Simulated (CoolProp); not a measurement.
A single-stage vapour-compression cycle with propylene: evaporating at 266.15 K (dew point), condensing at 331.15 K (bubble point), superheat 0 K, subcooling 0 K, compressor efficiency 0.65, no pressure losses. Each further row changes one setting.

Computed with CoolProp (reference Helmholtz-energy equation of state, Lemmon 2013).

| case | cooling COP | pressure ratio | discharge temperature (K) | refrigerating effect (kJ/kg) | volumetric capacity (kJ/m³) |
|---|---|---|---|---|---|
| as stated | [?] | 5.15 | 364.5 | 212 | 2120 |
| evaporating temperature 271.15 K | 1.93 | 4.41 | [?] | [?] | [?] |
| condensing temperature 326.15 K | 1.95 | 4.64 | 357.9 | 228 | 2280 |
| subcooling 5 K | 1.83 | 5.15 | 364.5 | 228 | 2280 |
| superheat 10 K | 1.73 | 5.15 | 375.1 | 228 | [?] |
| compressor efficiency 0.55 | 1.44 | 5.15 | 374.8 | 212 | 2120 |

Complete the blanks.


- as stated, cooling COP: 1.70
- evaporating temperature 271.15 K, discharge temperature (K): 361.1
- evaporating temperature 271.15 K, refrigerating effect (kJ/kg): 217
- evaporating temperature 271.15 K, volumetric capacity (kJ/m³): 2520
- superheat 10 K, volumetric capacity (kJ/m³): 2170
